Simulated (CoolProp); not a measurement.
Vapour-liquid equilibrium of R125 (1) + R115 (2) at 9.65 °C; x and y are mole fractions of (1).

Values from CoolProp's multi-fluid Helmholtz-energy mixture model, Lemmon 2005 and Lemmon 2016; pair parameters Bell 2016.

| x | bubble pressure (MPa) | y at the bubble point | dew pressure at overall composition x (MPa) | liquid density (mol/L) |
|---|---|---|---|---|
| 0.05 | 0.6313 | 0.099 | 0.6109 | 8.836 |
| 0.15 | 0.6998 | 0.252 | 0.6534 | 8.938 |
| 0.25 | 0.7550 | 0.367 | 0.6991 | 9.054 |
| 0.35 | 0.7996 | 0.462 | 0.7467 | 9.185 |
| 0.45 | 0.8354 | 0.544 | 0.7941 | 9.335 |
| 0.55 | 0.8638 | 0.621 | 0.8377 | 9.505 |
| 0.65 | 0.8852 | 0.695 | 0.8730 | 9.700 |
| 0.75 | 0.8998 | 0.771 | 0.8965 | 9.922 |
| 0.85 | 0.9068 | 0.853 | 0.9067 | 10.17 |
| 0.95 | 0.9047 | 0.947 | 0.9045 | 10.45 |

y crosses x between x = 0.85 and 0.95: the model has an azeotrope there.

Pair parameters are fitted to limited data, so mixtures are less certain than the pure fluids.
